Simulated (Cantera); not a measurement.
Charge: 1 mol SiH4, 0.25 mol N2, equilibrated at 1273.15 K and 1.33 mbar.

These are equilibrium values from Cantera (NASA tables, ideal gas, pure condensed phases), not measurements of a reactor. Candidate condensed phases: Si, Si3N4; 18 gas species. N2 is the only nitrogen source here; it is nearly inert below about 1500 K, so the nitride shown seldom forms there in practice. Mutual solubility and eutectic melting of coexisting phases are not modelled. Rates play no part.

Base state: H2 1.000, N2 0.000181, H 1.96e-5 (mole fractions); condensed: Si(s) + Si3N4(s).

Q: What changes in the equilibrium state with this change: SiH4 replaced by SiCl4?

A: 
```json
[
 {"species": "SiCl4", "before": "0", "after": "0.796"},
 {"species": "N2", "before": "0.000181", "after": "0.200"},
 {"species": "SiCl3", "before": "0", "after": "0.00200"},
 {"species": "H2", "before": "1.000", "after": "0"},
 {"species": "Cl", "before": "0", "after": "0.00196"},
 {"species": "Cl2", "before": "0", "after": "5.44e-5"},
 {"species": "SiCl2", "before": "0", "after": "3.31e-5"},
 {"species": "Si(s), mol", "before": "0.626", "after": "0"},
 {"species": "Si3N4(s), mol", "before": "0.125", "after": "0"}
]
```
The tables' values for SiCl3 are old estimates; treat these amounts as uncertain.
